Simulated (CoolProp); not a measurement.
Vapour-liquid equilibrium of n-octane (1) + n-dodecane (2) at 0.0247 bar; x and y are mole fractions of (1).

Model: multi-fluid Helmholtz-energy mixture model, Beckmüller 2019 and Lemmon 2004; pair parameters Bell 2016, in CoolProp.

```
x      bubble temperature, mixture model (K)  bubble temperature, Raoult's law (K)  y, mixture model  y, Raoult's law
-----  -------------------------------------  ------------------------------------  ----------------  ---------------
0.05                                   361.3                                 359.7             0.566            0.600
0.125                                  346.1                                 344.3             0.824            0.842
0.2                                    336.5                                 335.0             0.909            0.918
0.275                                  329.7                                 328.4             0.947            0.951
0.35                                   324.5                                 323.5             0.966            0.968
0.425                                  320.4                                 319.6             0.978            0.979
0.5                                    316.9                                 316.4             0.985            0.985
0.575                                  314.0                                 313.6             0.990            0.990
0.65                                   311.5                                 311.2             0.993            0.993
0.725                                  309.3                                 309.2             0.995            0.995
0.8                                    307.4                                 307.3             0.997            0.997
0.875                                  305.7                                 305.6             0.998            0.998
0.95                                   304.1                                 304.1             0.999            0.999
```

The largest gap from Raoult's law is +1.8 K in bubble temperature, at x = 0.125. No azeotrope shows between x = 0.05 and 0.95.

Pair parameters are fitted to limited data, so mixtures are less certain than the pure fluids.
